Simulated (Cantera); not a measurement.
A perfectly stirred reactor is fed with CH4 : CO : O2 : N2 : H2O = 1 : 0.22 : 4.49 : 16.9 : 1.3 (molar parts), equivalence ratio 0.47, at 10.0 bar; it is adiabatic with a 700 K inlet, and is followed from long to short residence time, starting on the burning branch (τ in s: 0.025, 0.0099, 0.0039, 0.0015, 0.00061, 0.00024, 9.5e-05, 3.7e-05, 1.5e-05, 5.8e-06).

Cantera simulation using GRI-Mech 3.0 (53 species, 325 reactions); the numbers are that mechanism's predictions, not measurements.

x: mole fraction; the columns are a selection and need not sum to one.

| τ (s) | T (K) | x CH4 | x CO | x O2 | x CH3 | x CH2O | x O | x CO2 |
|---|---|---|---|---|---|---|---|---|
| 0.025 | 1697 | 1.68e-5 | 0.000222 | 0.100 | 2.74e-6 | 1.63e-6 | 1.05e-5 | 0.0510 |
| 0.0099 | 1694 | 3.43e-5 | 0.000465 | 0.100 | 5.70e-6 | 3.40e-6 | 1.61e-5 | 0.0507 |
| 0.0039 | 1689 | 7.04e-5 | 0.000980 | 0.101 | 1.17e-5 | 7.22e-6 | 2.53e-5 | 0.0502 |
| 0.0015 | 1677 | 0.000157 | 0.00220 | 0.101 | 2.45e-5 | 1.66e-5 | 3.99e-5 | 0.0488 |
| 0.00061 | 1644 | [?] | [?] | 0.104 | [?] | [?] | [?] | 0.0449 |
| 0.00024 | 700 | 0.0418 | 0.00920 | 0.188 | <1e-12 | <1e-12 | <1e-12 | <1e-12 |
| 9.5e-5 | 700 | 0.0418 | 0.00920 | 0.188 | <1e-12 | <1e-12 | <1e-12 | <1e-12 |
| 3.7e-5 | 700 | 0.0418 | 0.00920 | 0.188 | <1e-12 | <1e-12 | <1e-12 | <1e-12 |
| 1.5e-5 | 700 | 0.0418 | 0.00920 | 0.188 | <1e-12 | <1e-12 | <1e-12 | <1e-12 |
| 5.8e-6 | 700 | 0.0418 | 0.00920 | 0.188 | <1e-12 | <1e-12 | <1e-12 | <1e-12 |

### Question
Complete the blanks.

### Answer

- 0.00061, x CH4: 0.000426
- 0.00061, x CO: 0.00559
- 0.00061, x CH3: 5.44e-5
- 0.00061, x CH2O: 4.67e-5
- 0.00061, x O: 5.37e-5
